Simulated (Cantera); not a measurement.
Input: 1 mol Si, 3.7 mol HCl, 6 mol H₂, equilibrated at 100000 Pa.

Cantera equilibrium calculation (NASA polynomials, part measured and part estimated; ideal gas, pure solids and liquids). Candidate condensed phases: Si; 19 gas species. The tables' values for SiCl₃ are old estimates; treat these amounts as uncertain. Kinetics and transport are ignored.

x: gas mole fraction; n: condensed amount in mol.

```
T (K)   x H₂   x HCl  x SiCl₄  x SiCl₂  x SiHCl₃  x SiCl₃  n Si(s)
-----  -----  ------  -------  -------  --------  -------  -------
1125   0.862  0.0259   0.0661  0.00165    0.0382  0.00298        …
1175   0.855  0.0351   0.0629  0.00328    0.0362  0.00460        …
1225   0.846  0.0459   0.0586  0.00607    0.0337  0.00671        …
1275   0.836  0.0582   0.0530   0.0105    0.0307  0.00925   0.0574
1325   0.824  0.0715   0.0462   0.0170    0.0272   0.0120   0.0603
1375   0.810  0.0852   0.0384   0.0258    0.0233   0.0147        …
1425   0.797  0.0985   0.0302   0.0367    0.0191   0.0168        …
1475   0.784   0.110   0.0223   0.0490    0.0150   0.0179        …
```

Complete the blanks.


- 1125, n Si(s): 0.0222
- 1175, n Si(s): 0.0359
- 1225, n Si(s): 0.0485
- 1375, n Si(s): 0.0552
- 1425, n Si(s): 0.0412
- 1475, n Si(s): 0.0199
